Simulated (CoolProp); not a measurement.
Vapour pressure (MPa) of CH3F (R41): the reference equation beside estimates from Tc = 317.3 K, pc = 5.906 MPa, ω = 0.200. Clausius-Clapeyron is anchored at 238.2 K with a constant enthalpy of vaporisation of 14.19 kJ/mol.

Computed with CoolProp (reference Helmholtz-energy equation of state, Lemmon 2006). It is a short technical equation, of lower accuracy than the large ones.

```json
[
 {"T (K)": "238.2", "reference": "0.6903", "Lee-Kesler": "0.6984", "Clausius-Clapeyron": "0.6903", "van der Waals": "1.676", "Redlich-Kwong": "0.9079", "Soave-Redlich-Kwong": "0.6993", "Peng-Robinson": "0.6930"},
 {"T (K)": "244.2", "reference": "0.8500", "Lee-Kesler": "0.8621", "Clausius-Clapeyron": "0.8231", "van der Waals": "1.889", "Redlich-Kwong": "1.096", "Soave-Redlich-Kwong": "0.8643", "Peng-Robinson": "0.8553"},
 {"T (K)": "250.2", "reference": "1.036", "Lee-Kesler": "1.052", "Clausius-Clapeyron": "0.9733", "van der Waals": "2.118", "Redlich-Kwong": "1.310", "Soave-Redlich-Kwong": "1.057", "Peng-Robinson": "1.045"},
 {"T (K)": "256.1", "reference": "1.247", "Lee-Kesler": "1.268", "Clausius-Clapeyron": "…", "van der Waals": "…", "Redlich-Kwong": "1.547", "Soave-Redlich-Kwong": "1.275", "Peng-Robinson": "1.260"},
 {"T (K)": "262.1", "reference": "1.494", "Lee-Kesler": "1.518", "Clausius-Clapeyron": "…", "van der Waals": "2.622", "Redlich-Kwong": "1.817", "Soave-Redlich-Kwong": "1.530", "Peng-Robinson": "1.511"},
 {"T (K)": "268.1", "reference": "…", "Lee-Kesler": "1.803", "Clausius-Clapeyron": "1.535", "van der Waals": "2.902", "Redlich-Kwong": "2.117", "Soave-Redlich-Kwong": "…", "Peng-Robinson": "1.798"},
 {"T (K)": "274", "reference": "2.088", "Lee-Kesler": "2.120", "Clausius-Clapeyron": "1.760", "van der Waals": "3.196", "Redlich-Kwong": "2.443", "Soave-Redlich-Kwong": "2.143", "Peng-Robinson": "2.118"},
 {"T (K)": "280", "reference": "2.447", "Lee-Kesler": "2.482", "Clausius-Clapeyron": "2.011", "van der Waals": "3.512", "Redlich-Kwong": "2.808", "Soave-Redlich-Kwong": "2.512", "Peng-Robinson": "…"},
 {"T (K)": "286", "reference": "2.851", "Lee-Kesler": "2.888", "Clausius-Clapeyron": "2.285", "van der Waals": "3.847", "Redlich-Kwong": "3.208", "Soave-Redlich-Kwong": "…", "Peng-Robinson": "2.895"}
]
```

### Question
Complete the blanks.

### Answer

- 256.1, Clausius-Clapeyron: 1.139
- 256.1, van der Waals: 2.359
- 262.1, Clausius-Clapeyron: 1.326
- 268.1, reference: 1.775
- 268.1, Soave-Redlich-Kwong: 1.821
- 280, Peng-Robinson: 2.484
- 286, Soave-Redlich-Kwong: 2.925

Absolute difference from the reference over all 9 rows, mean and median: Lee-Kesler 1.5 and 1.5 %, Clausius-Clapeyron 10.7 and 11.2 %, van der Waals 81.0 and 75.5 %, Redlich-Kwong 21.8 and 21.6 %, Soave-Redlich-Kwong 2.2 and 2.4 %, Peng-Robinson 1.1 and 1.1 %.
